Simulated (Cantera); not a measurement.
Cantera run, input and output.

```python
import numpy as np
import cantera as ct

gas = ct.Solution("gri30.yaml")
gas.TPX = 1025, 1000000, {'CH4': 0.0061, 'O2': 0.009, 'N2': 1, 'H2': 0.0067}
reactor = ct.IdealGasConstPressureReactor(gas, energy="off", clone=False)
net = ct.ReactorNet([reactor])
net.rtol, net.atol = 1e-08, 1e-18
show = ['CH4', 'O2', 'HO2', 'H2', 'OH', 'CH2CO']
times = np.geomspace(3e-06, 3, 14)

steps = ct.SolutionArray(gas, extra=["t"])
rows = []
print(f"{'t/s':>10s}{'T/K':>9s}{'P/Pa':>11s}" + "".join(f"{s:>11s}" for s in show))
for t in times:
    while net.time < t:
        t_next = net.step()
        steps.append(gas.state, t=t_next)
    rows.append([np.interp(t, steps.t, y) for y in (steps.T, steps.P, *steps(*show).X.T)])
    print(f"{t:10.3e}{rows[-1][0]:9.1f}{rows[-1][1]:11.4g}" + "".join(f"{x:11.3e}" for x in rows[-1][2:]))
rate = np.gradient(steps.T, steps.t)
print("integrator steps:", len(steps.t))
if steps.T.max() > steps.T[0] + 200:
    print(f"time of steepest temperature rise: {steps.t[rate.argmax()]:.4e} s")
gas.TPX = 1025, 1000000, {'CH4': 0.0061, 'O2': 0.009, 'N2': 1, 'H2': 0.0067}
gas.equilibrate("TP")
print(f"equilibrium (TP): T = {gas.T:.1f} K  " + "  ".join(f"{s} {gas[s].X[0]:.3e}" for s in show))
```

Output:

```
       t/s      T/K       P/Pa        CH4         O2        HO2         H2         OH      CH2CO
 3.000e-06   1025.0      1e+06  5.970e-03  8.808e-03  5.082e-12  6.557e-03  4.144e-14  5.679e-36
 8.683e-06   1025.0      1e+06  5.970e-03  8.808e-03  1.624e-11  6.557e-03  6.739e-14  5.988e-33
 2.513e-05   1025.0      1e+06  5.970e-03  8.808e-03  5.012e-11  6.557e-03  8.079e-14  2.246e-30
 7.273e-05   1025.0      1e+06  5.970e-03  8.808e-03  1.564e-10  6.557e-03  1.083e-13  3.884e-28
 2.105e-04   1025.0      1e+06  5.970e-03  8.808e-03  5.092e-10  6.557e-03  1.616e-13  3.486e-26
 6.093e-04   1025.0      1e+06  5.970e-03  8.808e-03  1.682e-09  6.557e-03  2.697e-13  1.522e-24
 1.763e-03   1025.0      1e+06  5.970e-03  8.808e-03  5.753e-09  6.557e-03  7.733e-13  5.683e-23
 5.104e-03   1025.0      1e+06  5.970e-03  8.808e-03  2.823e-08  6.557e-03  4.163e-12  1.020e-20
 1.477e-02   1025.0      1e+06  5.970e-03  8.807e-03  5.375e-07  6.556e-03  1.554e-10  2.417e-16
 4.275e-02   1025.0      1e+06  5.178e-03  7.554e-03  9.797e-06  6.108e-03  5.425e-08  2.384e-07
 1.237e-01   1025.0      1e+06  2.725e-03  3.188e-03  5.072e-06  4.997e-03  2.534e-08  3.756e-06
 3.581e-01   1025.0      1e+06  1.605e-03  8.439e-04  1.268e-06  4.302e-03  4.014e-09  2.627e-06
 1.037e+00   1025.0      1e+06  1.344e-03  1.917e-04  1.975e-07  4.108e-03  4.223e-10  1.393e-06
 3.000e+00   1025.0      1e+06  1.303e-03  4.275e-05  2.183e-08  4.053e-03  6.019e-11  6.520e-07
integrator steps: 1407
equilibrium (TP): T = 1025.0 K  CH4 6.221e-07  O2 2.412e-21  HO2 7.906e-25  H2 9.946e-03  OH 3.150e-13  CH2CO 1.301e-14
```

Model: GRI-Mech 3.0 (53 species, 325 reactions), integrated in Cantera.
